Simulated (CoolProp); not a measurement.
Vapour-liquid equilibrium of R134a (1) + R142b (2) at 259.8 K; x and y are mole fractions of (1).

Values from CoolProp's multi-fluid Helmholtz-energy mixture model, Tillner-Roth 1994 and Lemmon 2006; pair parameters Bell 2016.

```tsv
x	bubble pressure (MPa)	y at the bubble point	dew pressure at overall composition x (MPa)	liquid density (mol/L)
0.05	0.09129	0.112	0.08777	12.01
0.15	0.1031	0.290	0.09362	12.11
0.25	0.1141	0.428	0.1002	12.21
0.35	0.1244	0.538	0.1077	12.31
0.45	0.1338	0.629	0.1161	12.42
0.55	0.1426	0.707	0.1256	12.53
0.65	0.1507	0.777	0.1362	12.65
0.75	0.1583	0.842	0.1476	12.77
0.85	0.1655	0.904	0.1593	12.90
0.95	0.1722	0.967	0.1704	13.04
```

No azeotrope shows between x = 0.05 and 0.95.

The pair parameters rest on a limited set of measurements; away from them the model extrapolates.
